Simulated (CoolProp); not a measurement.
Isobutane along the isobar 3.79 MPa: density (kg/m³) from the reference equation and from simpler models built on Tc = 407.8 K, pc = 3.629 MPa, ω = 0.184; each cubic takes its own stable root.

Computed with CoolProp (reference Helmholtz-energy equation of state, Bücker 2006).

```tsv
T (K)	phase	reference
362.3	liquid	467.0
373.5	liquid	445.4
384.8	liquid	419.4
396	liquid	385.3
407.3	liquid	320.6
418.6	supercritical	123.7
429.8	supercritical	102.9
441.1	supercritical	91.54
452.4	supercritical	83.80
463.6	supercritical	78.00
474.9	supercritical	73.31
486.2	supercritical	69.43
```

Task: How far does each simpler model (van der Waals, Redlich-Kwong, Peng-Robinson) lie from the reference over these 12 states: mean and median of the absolute difference, and the worst?

Result: 
- van der Waals: mean 15.5 %, median 3.1 %, worst -35.2 % at 362.3 K and 3.79 MPa
- Redlich-Kwong: mean 7.6 %, median 2.0 %, worst -20.6 % at 407.3 K and 3.79 MPa
- Peng-Robinson: mean 3.7 %, median 2.9 %, worst -12.3 % at 407.3 K and 3.79 MPa
